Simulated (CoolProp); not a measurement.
Decamethyltetrasiloxane (MD2M) along the isotherm 326.85 °C: fugacity coefficient from the reference equation and from simpler models built on Tc = 326.2 °C, pc = 11.44 bar, ω = 0.635; each cubic takes its own stable root.

Model: reference Helmholtz-energy equation of state, Thol 2017, in CoolProp.

```
p (bar)          phase  reference  van der Waals  Peng-Robinson
-------  -------------  ---------  -------------  -------------
8.8                gas     0.7587         0.7723         0.7268
17.6     supercritical     0.4832         0.5195         0.4660
26.4     supercritical     0.3614         0.4094         0.3514
35.2     supercritical     0.3021         0.3586         0.2948
44       supercritical     0.2684         0.3326         0.2621
52.8     supercritical     0.2477         0.3197         0.2416
61.6     supercritical     0.2347         0.3149         0.2284
70.4     supercritical     0.2265         0.3157         0.2198
79.2     supercritical     0.2218         0.3208         0.2144
88       supercritical     0.2195         0.3293         0.2113
96.8     supercritical     0.2193         0.3408         0.2101
106      supercritical     0.2207         0.3558         0.2104
114      supercritical     0.2232         0.3712         0.2117
```
